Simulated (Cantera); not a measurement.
Charge: 1 mol Ti, 32 mol H2, at 0.375 Torr.

These are equilibrium values from Cantera (NASA tables, ideal gas, pure condensed phases), not measurements of a reactor. Candidate condensed phases: Ti; 3 gas species. Kinetics and transport are ignored.

Q: What share of the Ti ends up in condensed phases as a function of T (°C), at 1025, 1100, 1175, 1250, 1325, 1400, 1475, 1550, 1625, 1700, 1775?

A: 
```
T (°C)  Ti condensed (%)     as
------  ----------------  -----
1025               100.0  Ti(β)
1100               100.0  Ti(β)
1175               100.0  Ti(β)
1250               100.0  Ti(β)
1325                99.9  Ti(β)
1400                99.7  Ti(β)
1475                98.7  Ti(β)
1550                95.3  Ti(β)
1625                84.6  Ti(β)
1700                53.7  Ti(l)
1775                 0.0      -
```
